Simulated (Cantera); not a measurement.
**Calcination and drying: CsOH + H2**

Charge: 1 mol CsOH, a varied amount of H2, equilibrated at 1575 K and 0.000550 bar.

Equilibrium computed with Cantera from the NASA thermochemical tables; the gas is ideal and each condensed phase is pure. Candidate condensed phases: Cs, CsOH, H2O; 15 gas species. The numbers say what is thermodynamically allowed, not how fast it happens.

| n(H2) (mol) | log p H2 | log p CsOH | log p Cs | log p H2O | log p H | log p OH | log p O2 | log p CsO |
|---|---|---|---|---|---|---|---|---|
| 0.24 | -5.22 | -3.68 | -3.77 | -3.77 | -6.99 | -6.98 | -7.72 | -8.33 |
| 0.37 | -4.60 | -3.87 | -3.71 | -3.71 | -6.68 | -7.23 | -8.83 | -8.82 |
| 0.58 | -4.18 | -4.06 | -3.70 | -3.70 | -6.47 | -7.43 | -9.66 | -9.23 |
| 0.9 | -3.91 | -4.26 | -3.73 | -3.73 | -6.34 | -7.60 | -10.26 | -9.56 |
| 1.4 | -3.72 | -4.47 | -3.79 | -3.79 | -6.24 | -7.75 | -10.77 | -9.87 |
| 2.2 | -3.57 | -4.72 | -3.88 | -3.88 | -6.17 | -7.91 | -11.23 | -10.19 |
| 3.4 | -3.48 | -4.98 | -3.99 | -3.99 | -6.12 | -8.07 | -11.64 | -10.50 |
| 5.3 | -3.41 | -5.28 | -4.12 | -4.12 | -6.08 | -8.24 | -12.04 | -10.83 |
log p: log10 of the partial pressure in bar; nothing condenses.

From 0.24 mol H2 to 5.3 mol H2 nothing is condensed. The main Cs-bearing gas is CsOH at 0.24 mol H2 and Cs at 5.3 mol H2.
